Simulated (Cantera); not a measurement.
Feed: 1 mol TEOS, a varied amount of H2O, 16 mol H2, held at 1277 °C and 1.33 mbar.

Method: chemical equilibrium by Gibbs-energy minimisation in Cantera with the NASA 1993 tables (ideal gas, pure condensed phases). Candidate condensed phases: C, C6H6, C7H8, C8H18, H2O, Si, SiC, SiO2; 123 gas species. The feed counts by its element totals alone. The tables hold silica as quartz up to 1696 K and as liquid above; real silica turns to tridymite and cristobalite and melts near 1996 K. The numbers say what is thermodynamically allowed, not how fast it happens.

Problem. What share of the Si ends up in condensed phases as a function of n(H2O) (mol), at 3.1, 4.2, 5.7, 7.6, 10, 14, 19, 25?

Solution. 
```
n(H2O) (mol)  Si condensed (%)              as
------------  ----------------  --------------
3.1                       95.0          SiC(s)
4.2                       40.0          SiC(s)
5.7                       67.8  SiO2(β-quartz)
7.6                       99.5  SiO2(β-quartz)
10                        99.8  SiO2(β-quartz)
14                        99.9  SiO2(β-quartz)
19                        99.9  SiO2(β-quartz)
25                        99.9  SiO2(β-quartz)
```
